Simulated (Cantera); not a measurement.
Equilibrium for thermal oxidation and active oxidation of silicon: Si + CO2 + H2 + H2O

Feed: 1 mol Si, 0.073 mol CO2, 590 mol H2, a varied amount of H2O, equilibrated at 1150 K and 13.3 mbar.

Method: chemical equilibrium by Gibbs-energy minimisation in Cantera with the NASA 1993 tables (ideal gas, pure condensed phases). Candidate condensed phases: C, C6H6, C7H8, C8H18, H2O, Si, SiC, SiO2; 123 gas species. Mutual solubility and eutectic melting of coexisting phases are not modelled. The tables hold silica as quartz up to 1696 K and as liquid above; real silica turns to tridymite and cristobalite and melts near 1996 K. Equilibrium is a limit: real reactors are often held back by kinetics, nucleation or transport.

From 0.37 mol H2O to 1.5 mol H2O the condensed part is Si(s) + SiC(s) + SiO2(β-quartz). At 1.8 mol H2O the condensed part is SiC(s) + SiO2(β-quartz). From 2.1 mol H2O to 3.8 mol H2O the condensed part is SiO2(β-quartz).

```csv
n(H2O) (mol),log p H2,log p H2O,log p CO,log p CH4,n Si(s),n SiC(s),n SiO2(β-quartz)
0.37,-1.88,-9.50,-9.20,-8.29,0.667,0.0727,0.255
0.66,-1.88,-9.50,-9.20,-8.29,0.522,0.0727,0.400
0.95,-1.88,-9.50,-9.20,-8.29,0.377,0.0727,0.545
1.2,-1.88,-9.50,-9.20,-8.29,0.252,0.0727,0.670
1.5,-1.88,-9.50,-9.20,-8.29,0.102,0.0727,0.820
1.8,-1.88,-8.55,-6.37,-6.40,0,0.0363,0.963
2.1,-1.88,-5.41,-5.78,-8.96,0,0,1.00
2.4,-1.88,-4.97,-5.78,-9.40,0,0,1.00
2.7,-1.88,-4.76,-5.79,-9.61,0,0,1.00
2.9,-1.88,-4.66,-5.79,-9.71,0,0,1.00
3.2,-1.88,-4.54,-5.79,-9.83,0,0,1.00
3.5,-1.88,-4.45,-5.79,-9.92,0,0,1.00
3.8,-1.88,-4.38,-5.79,-10.00,0,0,1.00
```
log p: log10 of the partial pressure in bar; n: condensed amount in mol.
